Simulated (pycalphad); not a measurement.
All values are pycalphad results on the COST 507 light-alloy database (1999) (1 atm), not direct measurements. The database dates from 1999; later assessments differ in places, in temperatures and in the compounds included. Phase fractions are per mole of atoms. Kinetics are ignored, which matters at the lower temperatures.

Question: Give the equilibrium state of V-0.6875Si (wt.%) at 577 °C.

Answer: 
```
T = 850.00 K, P = 101325 Pa, N = 1 mol of atoms
G = -37057 J/mol, H = 12561 J/mol, S = 58.37 J/(mol K)  (SER reference)
chemical potentials (J/mol): V -35051, Si -196876
phase             fraction       x(V)      x(Si)
BCC_A2              0.9531     0.9984     0.0016
SIV3                0.0469     0.7671     0.2329
```

Database names, with the compositions (at.%) that they take in these runs: SIV3: V 75-79 Si 21-25. BCC_A2 is bcc.
